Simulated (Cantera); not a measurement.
A freely propagating, adiabatic, planar premixed flame of C2H4 : O2 : N2 : H2O = 1 : 2.14 : 10.5 : 0.43 (molar parts), unburnt at 348 K and 1.00 bar; mixture-averaged transport, grid criteria slope 0.08 and curve 0.16, no radiation.

Computed with Cantera and GRI-Mech 3.0 (53 species, 325 reactions). GRI-Mech 3.0 was tuned for natural gas; its chemistry of ethylene as a main component is partial and can be far from experiment. Burning velocities carry a grid error of a few per cent, more on coarse grids.

Task: How do the results move with these cheaper or finer settings: unity-Lewis-number transport; multicomponent transport; multicomponent+Soret transport; grid criteria slope 0.5, curve 1; grid criteria slope 0.25, curve 0.5; grid criteria slope 0.03, curve 0.06?

Result: 
| setting | laminar burning velocity | thermal thickness | peak x(H) | peak x(OH) | grid points |
|---|---|---|---|---|---|
| as above | 55.7 cm/s | 0.361 mm | 0.00746 | 0.00206 | 150 |
| unity-Lewis-number transport | 39.5 cm/s | 0.438 mm | 0.00980 | 0.00259 | 142 |
| multicomponent transport | 55.8 cm/s | 0.366 mm | 0.00747 | 0.00206 | 150 |
| multicomponent+Soret transport | 56.0 cm/s | 0.360 mm | 0.00769 | 0.00212 | 151 |
| grid criteria slope 0.5, curve 1 | 55.4 cm/s | 0.422 mm | 0.00703 | 0.00180 | 36 |
| grid criteria slope 0.25, curve 0.5 | 55.7 cm/s | 0.384 mm | 0.00734 | 0.00196 | 58 |
| grid criteria slope 0.03, curve 0.06 | 55.7 cm/s | 0.353 mm | 0.00751 | 0.00210 | 356 |
The base run took roughly 12 core-seconds.
Unity Lewis numbers drop preferential diffusion, which matters most where H2 and H carry the flame; Soret adds thermal diffusion.
